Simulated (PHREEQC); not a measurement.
Model water analysis in mg/kgw, 25 °C, pH 6.33, pe 9:

| constituent | mg/kgw |
|---|---|
| Na | 2.08 |
| K | 0.204 |
| Ca | 6.85 |
| Mg | 0.598 |
| Cl | 0.287 |
| S(6) as SO4 | 20.6 |
| Alkalinity as HCO3 | 4.55 |
| Cd | 0.853 |
| Pb | 0.216 |
| Br | 0.453 |

Valence states are taken as typed.

All values are PHREEQC results (ion-association model, phreeqc.dat), not measurements.

```json
[
 {"quantity": "CO2 (mol/kgw)", "before": "7.58e-5", "after": "0.000534"},
 {"quantity": "CaSO4 (mol/kgw)", "before": "4.70e-6", "after": "4.70e-6"},
 {"quantity": "MgSO4 (mol/kgw)", "before": "8.85e-7", "after": "8.84e-7"},
 {"quantity": "Pb+2 (mol/kgw)", "before": "8.09e-7", "after": "8.94e-7"},
 {"quantity": "CaHCO3+ (mol/kgw)", "before": "1.38e-7", "after": "1.44e-7"},
 {"quantity": "PbCO3 (mol/kgw)", "before": "8.87e-8", "after": "1.51e-8"},
 {"quantity": "SI of Otavite (CdCO3)", "before": "-1.24", "after": "-2.05"},
 {"quantity": "SI of Pb(OH)2 (Pb(OH)2)", "before": "-1.64", "after": "-3.26"}
]
```

Task: Which change was made?
(A) pH from 6.33 to 6.83 at the same alkalinity
(B) temperature from 25 to 10 °C at the same typed pH
(C) pH from 6.33 to 5.5 at the same alkalinity

Result: C, pH from 6.33 to 5.5 at the same alkalinity

This is a speciation only: nothing precipitates in the calculation.
